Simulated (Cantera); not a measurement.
A closed system holds: 1 mol TEOS, 0.84 mol O₂, equilibrated at 1425 °C and 23.0 mbar.

Cantera equilibrium calculation (NASA polynomials, part measured and part estimated; ideal gas, pure solids and liquids). Candidate condensed phases: C, C₆H₆, C₇H₈, C₈H₁₈, H₂O, Si, SiC, SiO₂; 123 gas species. The feed counts by its element totals alone. Kinetics and transport are ignored.

Base state: H₂ 0.637, CO 0.361, SiO 0.00147, H 0.000761, C₂H₂ (acetylene) 4.59e-5, CH₄ 1.03e-5 (mole fractions); condensed: C(graphite) + SiC(s).

### Question
What changes in the equilibrium state with this change: TEOS replaced by Si₂H₆?

### Answer
```
species             before     after
----------------  --------  --------
H₂                   0.637     0.640
SiO                0.00147     0.359
H                 0.000761  0.000763
CO                   0.361         0
C₂H₂ (acetylene)   4.59e-5         0
CH₄                1.03e-5         0
C(graphite), mol      1.36         0
SiC(s), mol          0.977         0
Si(l), mol               0     0.320
```
